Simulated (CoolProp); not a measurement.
The numbers come from the reference Helmholtz-energy equation of state, Lemmon 2006 in CoolProp. It is a short technical equation, of lower accuracy than the large ones.

Question: Give the vapour pressure (bar), liquid density (kg/m³), enthalpy of vaporisation (kJ/kg), liquid viscosity (µPa s) of saturated C3F8 (R218) at -36.95, -6.05, 4.25 °C.

Answer: 
```tsv
T (°C)	p (bar)	liquid density (kg/m³)	enthalpy of vaporisation (kJ/kg)	liquid viscosity (µPa s)
-36.95	1.01	1610	105	437
-6.05	3.39	1480	92.6	268
4.25	4.75	1430	87.7	230
```

Viscosity comes from a separate model (Huber 2003), an estimate that may be off by 10 % or more.
